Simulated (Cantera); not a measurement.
Mixture: 19.3 % H2, 16.9 % O2, 63.7 % N2, at 7500 Torr, adiabatic and at constant volume. Ignition delay is the time to a rise of 400 K.

Detailed kinetics in Cantera: GRI-Mech 3.0 (53 species, 325 reactions). The hydrogen kinetics of GRI-Mech 3.0 are dated; newer H2 mechanisms differ, most at raised pressure.

Problem. At T0 = 1225 K, what is the delay, and which 5 reactions control it most (d ln τ / d ln k, from doubling and halving each rate constant)?

Solution. The delay is 23.7 µs.
```csv
reaction,d ln τ / d ln k,faster rate
H + O2 <=> O + OH,-2.59,shortens it
H + O2 + N2 <=> HO2 + N2,1.82,lengthens it
H + O2 + M <=> HO2 + M,1.18,lengthens it
H + O2 + O2 <=> HO2 + O2,0.61,lengthens it
H + HO2 <=> 2 OH,-0.28,shortens it
```
